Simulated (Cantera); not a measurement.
## Adiabatic ignition

An adiabatic, constant-volume homogeneous reactor starts with CH4 : H2 : O2 : N2 : CO2 = 1 : 0.22 : 1.92 : 7.21 : 0.51 (molar parts), equivalence ratio 1.1, at 1425 K and 518 Torr.

Model: GRI-Mech 3.0 (53 species, 325 reactions), integrated in Cantera.

```json
[
 {"t (s)": "3.00e-6", "T (K)": "1425", "P (bar)": "0.690", "x CH4": "0.0921", "x H2": "0.0203", "x O2": "0.177", "x H2O": "1.30e-8", "x CH2": "<1e-12", "x NO": "<1e-12", "x O": "2.50e-9"},
 {"t (s)": "7.68e-6", "T (K)": "1425", "P (bar)": "0.690", "x CH4": "0.0921", "x H2": "0.0203", "x O2": "0.177", "x H2O": "5.90e-8", "x CH2": "<1e-12", "x NO": "<1e-12", "x O": "3.45e-9"},
 {"t (s)": "1.97e-5", "T (K)": "1425", "P (bar)": "0.690", "x CH4": "0.0921", "x H2": "0.0203", "x O2": "0.177", "x H2O": "2.43e-7", "x CH2": "<1e-12", "x NO": "<1e-12", "x O": "5.55e-9"},
 {"t (s)": "5.04e-5", "T (K)": "1425", "P (bar)": "0.690", "x CH4": "0.0921", "x H2": "0.0203", "x O2": "0.177", "x H2O": "1.27e-6", "x CH2": "<1e-12", "x NO": "<1e-12", "x O": "1.29e-8"},
 {"t (s)": "0.000129", "T (K)": "1425", "P (bar)": "0.690", "x CH4": "0.0921", "x H2": "0.0203", "x O2": "0.177", "x H2O": "1.02e-5", "x CH2": "1.10e-11", "x NO": "<1e-12", "x O": "5.23e-8"},
 {"t (s)": "0.000330", "T (K)": "1425", "P (bar)": "0.690", "x CH4": "0.0919", "x H2": "0.0202", "x O2": "0.177", "x H2O": "0.000179", "x CH2": "1.07e-9", "x NO": "<1e-12", "x O": "5.06e-7"},
 {"t (s)": "0.000845", "T (K)": "1451", "P (bar)": "0.703", "x CH4": "0.0872", "x H2": "0.0201", "x O2": "0.174", "x H2O": "0.00436", "x CH2": "3.46e-8", "x NO": "8.15e-12", "x O": "2.94e-6"},
 {"t (s)": "0.00216", "T (K)": "2798", "P (bar)": "1.42", "x CH4": "<1e-12", "x H2": "0.0215", "x O2": "0.0178", "x H2O": "0.158", "x CH2": "<1e-12", "x NO": "0.00571", "x O": "0.00606"},
 {"t (s)": "0.00554", "T (K)": "2792", "P (bar)": "1.42", "x CH4": "<1e-12", "x H2": "0.0218", "x O2": "0.0167", "x H2O": "0.158", "x CH2": "<1e-12", "x NO": "0.00911", "x O": "0.00572"},
 {"t (s)": "0.0142", "T (K)": "2792", "P (bar)": "1.42", "x CH4": "<1e-12", "x H2": "0.0218", "x O2": "0.0166", "x H2O": "0.158", "x CH2": "<1e-12", "x NO": "0.00916", "x O": "0.00572"},
 {"t (s)": "0.0363", "T (K)": "2792", "P (bar)": "1.42", "x CH4": "<1e-12", "x H2": "0.0218", "x O2": "0.0166", "x H2O": "0.158", "x CH2": "<1e-12", "x NO": "0.00916", "x O": "0.00572"},
 {"t (s)": "0.0931", "T (K)": "2792", "P (bar)": "1.42", "x CH4": "<1e-12", "x H2": "0.0218", "x O2": "0.0166", "x H2O": "0.158", "x CH2": "<1e-12", "x NO": "0.00916", "x O": "0.00572"},
 {"t (s)": "0.238", "T (K)": "2792", "P (bar)": "1.42", "x CH4": "<1e-12", "x H2": "0.0218", "x O2": "0.0166", "x H2O": "0.158", "x CH2": "<1e-12", "x NO": "0.00916", "x O": "0.00572"},
 {"t (s)": "0.610", "T (K)": "2792", "P (bar)": "1.42", "x CH4": "<1e-12", "x H2": "0.0218", "x O2": "0.0166", "x H2O": "0.158", "x CH2": "<1e-12", "x NO": "0.00916", "x O": "0.00572"},
 {"t (s)": "1.56", "T (K)": "2792", "P (bar)": "1.42", "x CH4": "<1e-12", "x H2": "0.0218", "x O2": "0.0166", "x H2O": "0.158", "x CH2": "<1e-12", "x NO": "0.00916", "x O": "0.00572"},
 {"t (s)": "4.00", "T (K)": "2792", "P (bar)": "1.42", "x CH4": "<1e-12", "x H2": "0.0218", "x O2": "0.0166", "x H2O": "0.158", "x CH2": "<1e-12", "x NO": "0.00916", "x O": "0.00572"}
]
```
x: mole fraction; the columns are a selection and need not sum to one.

| Item | Value |
|---|---|
| time of steepest temperature rise | 1.23 ms |
| temperature at 4.00 s | 2792 K |
| equilibrium temperature | 2792 K |
| x(CH4) at 4.00 s | <1e-12 (gas-phase equilibrium <1e-12) |
| x(H2) at 4.00 s | 0.0218 (gas-phase equilibrium 0.0218) |
| x(O2) at 4.00 s | 0.0166 (gas-phase equilibrium 0.0166) |
